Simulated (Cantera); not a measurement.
Feed: 1 mol Cu, 7.7 mol CO₂, 2.6 mol N₂, at 1798 K and 0.0133 bar.

Cantera equilibrium calculation (NASA polynomials, part measured and part estimated; ideal gas, pure solids and liquids). Candidate condensed phases: C, Cu, CuO, Cu₂O; 27 gas species. Equilibrium is a limit: real reactors are often held back by kinetics, nucleation or transport.

Base state: CO₂ 0.698, N₂ 0.240, Cu 0.0397, CO 0.0146, O₂ 0.00700, NO 0.000416, O 8.65e-5, Cu₂ 7.54e-5 (mole fractions); condensed: Cu(l).

**Question.** What changes in the equilibrium state with this change: temperature from 1798 K to 748.15 K?

**Answer.** 
| species | before | after |
|---|---|---|
| CO₂ | 0.698 | 0.748 |
| N₂ | 0.240 | 0.252 |
| CO | 0.0146 | 4.31e-8 |
| Cu | 0.0397 | <1e-9 |
| O₂ | 0.00700 | <1e-9 |
| NO | 0.000416 | <1e-9 |
| O | 8.65e-5 | <1e-9 |
| Cu(l), mol | 0.569 | 0 |
| Cu(s), mol | 0 | 1.000 |
